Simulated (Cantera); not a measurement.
Feed: 1 mol Ta(OEt)5, a varied amount of H2O, 460 mol H2, held at 2248.15 K and 21.0 Torr.

These are equilibrium values from Cantera (NASA tables, ideal gas, pure condensed phases), not measurements of a reactor. Candidate condensed phases: C, C6H6, C7H8, C8H18, H2O, Ta, TaC, Ta2O5; 113 gas species. The feed counts by its element totals alone. Mutual solubility and eutectic melting of coexisting phases are not modelled. TaC: taken at fixed stoichiometry. Condensed phases not in the tables: Ta2C, N, O or C dissolved in the metal. Rates play no part.

Question: What share of the Ta ends up in condensed phases as a function of n(H2O) (mol), at 1, 1.4, 1.9, 2.6, 3.6, 4.9, 6.7, 9.2, 13?

Answer: 
| n(H2O) (mol) | Ta condensed (%) | as |
|---|---|---|
| 1 | 100.0 | TaC(s) |
| 1.4 | 100.0 | TaC(s) |
| 1.9 | 100.0 | TaC(s) |
| 2.6 | 100.0 | TaC(s) |
| 3.6 | 100.0 | TaC(s) |
| 4.9 | 99.8 | Ta(s) + TaC(s) |
| 6.7 | 68.9 | Ta(s) |
| 9.2 | 23.6 | Ta2O5(l) |
| 13 | 57.1 | Ta2O5(l) |
